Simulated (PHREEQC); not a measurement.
Ultrapure water in contact with air or piping

Model water analysis in mg/kgw, 65 °C, pH 6.4, pe 9.5: Na 0.141; K 0.0012; Ca 0.639; Mg 0.13; Cl 0.376; S(6) as SO4 1.15; Alkalinity as HCO3 0.844; N(5) as NO3 0.0439; Si as SiO2 0.00178.

Valence states are taken as typed.

Computed with PHREEQC (ion-association model, phreeqc.dat).

The ionic strength comes out as 8.23e-5 mol/kgw and the charge-balance error is -0.3 %.

| species | molality | activity | log γ |
|---|---|---|---|
| Ca+2 | 1.59e-5 | 1.52e-5 | -0.020 |
| HCO3- | 1.39e-5 | 1.38e-5 | -0.005 |
| SO4-2 | 1.19e-5 | 1.14e-5 | -0.020 |
| CO2 | 1.09e-5 | 1.09e-5 | 0.000 |
| Cl- | 1.06e-5 | 1.05e-5 | -0.005 |
| Na+ | 6.13e-6 | 6.06e-6 | -0.005 |
| Mg+2 | 5.31e-6 | 5.08e-6 | -0.020 |
| NO3- | 7.08e-7 | 7.00e-7 | -0.005 |
| H+ | 4.03e-7 | 3.98e-7 | -0.005 |
| OH- | 3.19e-7 | 3.16e-7 | -0.005 |
| CaSO4 | 4.00e-8 | 4.00e-8 | 0.000 |
| MgSO4 | 3.35e-8 | 3.35e-8 | 0.000 |
| K+ | 3.07e-8 | 3.03e-8 | -0.005 |
| H4SiO4 | 2.96e-8 | 2.96e-8 | 0.000 |

This is a speciation only: nothing precipitates in the calculation. Species that the database lacks are ignored. Constants without temperature data keep their 25 °C values here.
